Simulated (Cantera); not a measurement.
What does this Cantera script print?

```python
import numpy as np
import cantera as ct

gas = ct.Solution("gri30.yaml")
gas.TPX = 1225, 1333, {'H2': 0.14, 'O2': 1, 'N2': 0.35}
inlet = ct.Reservoir(gas, clone=True)

reactor = ct.IdealGasConstPressureReactor(gas, energy="off", clone=False)
exhaust = ct.Reservoir(gas, clone=True)
tau = [2.6, 1.2, 0.57, 0.27, 0.13, 0.061, 0.029, 0.014, 0.0065][0]
for a, b in ((inlet, reactor), (reactor, exhaust)):
    ct.MassFlowController(a, b, mdot=lambda t: reactor.mass / tau)
net = ct.ReactorNet([reactor])
show = ['H2', 'O2', 'OH', 'N2O', 'H2O']

rows = []
print(f"{'tau/s':>10s}{'T/K':>9s}" + "".join(f"{s:>11s}" for s in show))
for tau in [2.6, 1.2, 0.57, 0.27, 0.13, 0.061, 0.029, 0.014, 0.0065]:
    net.initial_time = 0.0
    net.advance(30 * tau)
    before = gas.X
    net.advance(40 * tau)
    drift = np.max(np.abs(gas.X - before) / (gas.X + 1e-9))
    rows.append([gas.T, *gas[show].X, drift])
    print(f"{tau:10.3e}{gas.T:9.1f}" + "".join(f"{x:11.3e}" for x in gas[show].X))
```

It prints:

```
     tau/s      T/K         H2         O2         OH        N2O        H2O
 2.600e+00   1225.0  2.097e-04  6.528e-01  1.285e-03  6.690e-09  9.749e-02
 1.200e+00   1225.0  3.408e-04  6.517e-01  1.655e-03  5.807e-09  9.696e-02
 5.700e-01   1225.0  5.395e-04  6.498e-01  2.104e-03  4.985e-09  9.617e-02
 2.700e-01   1225.0  8.460e-04  6.471e-01  2.658e-03  4.217e-09  9.490e-02
 1.300e-01   1225.0  1.292e-03  6.430e-01  3.301e-03  3.540e-09  9.295e-02
 6.100e-02   1225.0  1.954e-03  6.373e-01  4.047e-03  2.930e-09  8.992e-02
 2.900e-02   1225.0  2.845e-03  6.305e-01  4.805e-03  2.422e-09  8.585e-02
 1.400e-02   1225.0  4.026e-03  6.240e-01  5.519e-03  1.993e-09  8.113e-02
 6.500e-03   1225.0  5.875e-03  6.193e-01  6.248e-03  1.571e-09  7.586e-02
```

Model: GRI-Mech 3.0 (53 species, 325 reactions), integrated in Cantera. Radical loss at walls, strong at low pressure, is not modelled. The temperature is held fixed by assumption; the heat of reaction is taken as removed at once.
